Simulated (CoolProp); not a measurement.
The numbers come from the reference Helmholtz-energy equation of state, Zhou 2014 in CoolProp.

**Question.** Give the vapour pressure (MPa), liquid density (kg/m³), enthalpy of vaporisation (kJ/kg), vapour Z of saturated cyclohexane at 437.3 K.

**Answer.** 
```csv
T (K),p (MPa),liquid density (kg/m³),enthalpy of vaporisation (kJ/kg),vapour Z
437.3,0.727,626,290,0.850
```
